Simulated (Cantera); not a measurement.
Feed: 1 mol Si(CH3)4, 620 mol H2, 0.14 mol C2H4, at 2102 °C and 133 Pa.

Method: chemical equilibrium by Gibbs-energy minimisation in Cantera with the NASA 1993 tables (ideal gas, pure condensed phases). Candidate condensed phases: C, C6H6, C7H8, C8H18, Si, SiC; 87 gas species. Rates play no part.

Base state: H2 0.678, H 0.318, C2H2 (acetylene) 0.00261, Si 0.00120, SiC2 0.000132, C2H 6.65e-5, C3 2.35e-5, C 1.61e-5 (mole fractions); condensed: gas only.

Task: What changes in the equilibrium state with this change: temperature from 2102 °C to 1477 °C?

Result: 
| species | before | after |
|---|---|---|
| H2 | 0.678 | 0.994 |
| H | 0.318 | 0.00635 |
| C2H2 (acetylene) | 0.00261 | 0.000114 |
| Si | 0.00120 | 2.14e-5 |
| C3 | 2.35e-5 | <1e-9 |
| C | 1.61e-5 | <1e-9 |
| C2H | 6.65e-5 | 5.14e-9 |
| C(graphite), mol | 0 | 3.15 |
| SiC(s), mol | 0 | 0.985 |
